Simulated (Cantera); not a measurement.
A perfectly stirred reactor is fed with 11.5 % H2, 88.5 % O2, equivalence ratio 0.065, at 20.0 Torr; it is held at 950 K, and followed from long to short residence time.

Model: the H2/O2 subset of GRI-Mech 3.0, which has no nitrogen chemistry, integrated in Cantera. Radical loss at walls, strong at low pressure, is not modelled. The temperature is held fixed by assumption; the heat of reaction is taken as removed at once.

x: mole fraction; the columns are a selection and need not sum to one.

```tsv
τ (s)	x H2	x O2	x H2O2	x HO2	x H
1.2	0.001000	0.877	4.04e-7	9.12e-6	___
0.68	0.00138	0.877	4.58e-7	1.10e-5	___
0.39	0.00188	0.877	5.16e-7	1.31e-5	___
0.22	0.00257	0.877	5.79e-7	1.54e-5	___
0.13	0.00342	0.876	6.39e-7	1.75e-5	___
0.073	0.00466	0.876	7.07e-7	1.98e-5	___
0.041	0.00633	0.875	7.73e-7	2.19e-5	___
0.024	0.00839	0.874	8.29e-7	2.35e-5	___
0.013	0.0116	0.872	8.79e-7	2.50e-5	___
0.0077	0.0152	0.870	9.04e-7	2.56e-5	___
```

Q: Complete the blanks.

A: 
- 1.2, x H: 4.49e-5
- 0.68, x H: 7.90e-5
- 0.39, x H: 0.000137
- 0.22, x H: 0.000242
- 0.13, x H: 0.000405
- 0.073, x H: 0.000712
- 0.041, x H: 0.00124
- 0.024, x H: 0.00207
- 0.013, x H: 0.00363
- 0.0077, x H: 0.00574
